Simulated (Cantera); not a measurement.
**CO + NH3 + N2 (carbon deposition, reforming and gasification)**

Charge: 1 mol CO, 0.11 mol NH3, 1.7 mol N2, held at 1 atm.

Cantera equilibrium calculation (NASA polynomials, part measured and part estimated; ideal gas, pure solids and liquids). Candidate condensed phases: C, C6H6, C7H8, C8H18, H2O; 169 gas species. Ions and electrons are included (thermal ionisation). Kinetics and transport are ignored.

From 3000 K to 5000 K nothing is condensed. The main C-bearing gas is CO throughout.

```json
[
 {"T (K)": "3000", "log p N2": "-0.22", "log p CO": "-0.47", "log p H": "-1.50", "log p H2": "-1.39", "log p N": "-4.97"},
 {"T (K)": "3250", "log p N2": "-0.23", "log p CO": "-0.47", "log p H": "-1.27", "log p H2": "-1.54", "log p N": "-4.32"},
 {"T (K)": "3500", "log p N2": "-0.23", "log p CO": "-0.48", "log p H": "-1.12", "log p H2": "-1.78", "log p N": "-3.77"},
 {"T (K)": "3750", "log p N2": "-0.24", "log p CO": "-0.48", "log p H": "-1.04", "log p H2": "-2.07", "log p N": "-3.29"},
 {"T (K)": "4000", "log p N2": "-0.24", "log p CO": "-0.48", "log p H": "-1.00", "log p H2": "-2.40", "log p N": "-2.87"},
 {"T (K)": "4250", "log p N2": "-0.24", "log p CO": "-0.49", "log p H": "-0.98", "log p H2": "-2.72", "log p N": "-2.50"},
 {"T (K)": "4500", "log p N2": "-0.24", "log p CO": "-0.49", "log p H": "-0.97", "log p H2": "-3.03", "log p N": "-2.17"},
 {"T (K)": "4750", "log p N2": "-0.25", "log p CO": "-0.49", "log p H": "-0.97", "log p H2": "-3.31", "log p N": "-1.87"},
 {"T (K)": "5000", "log p N2": "-0.26", "log p CO": "-0.50", "log p H": "-0.98", "log p H2": "-3.57", "log p N": "-1.61"}
]
```
log p: log10 of the partial pressure in bar; nothing condenses.
